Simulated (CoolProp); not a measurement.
Saturation properties of water (Tc = 373.9 °C, pc = 22060 kPa, ω = 0.344).

Computed with CoolProp (reference Helmholtz-energy equation of state, Wagner 2002).

| T (°C) | p (kPa) | liquid density (kg/m³) | vapour Z | liquid conductivity (mW/(m K)) |
|---|---|---|---|---|
| 234.85 | 3054 | … | … | 632 |
| 246.05 | 3718 | 804.7 | 0.8325 | 621 |
| 257.25 | 4486 | 787.9 | 0.8100 | 609 |
| 268.45 | 5371 | 770.0 | … | 596 |
| 279.65 | 6383 | 750.9 | … | 581 |
| 290.85 | 7534 | 730.3 | … | 566 |
| 302.15 | 8851 | 707.7 | 0.6968 | 549 |
| 313.35 | … | 683.0 | 0.6609 | 531 |
| 324.55 | 11980 | 655.5 | 0.6209 | 512 |

Task: What belongs in the gaps?

Result: 
- 234.85, liquid density (kg/m³): 820.5
- 234.85, vapour Z: 0.8530
- 268.45, vapour Z: 0.7855
- 279.65, vapour Z: 0.7588
- 290.85, vapour Z: 0.7294
- 313.35, p (kPa): 10320

It boils at 100.0 °C under 1 atm.

Thermal conductivity comes from a separate model (Huber 2012).
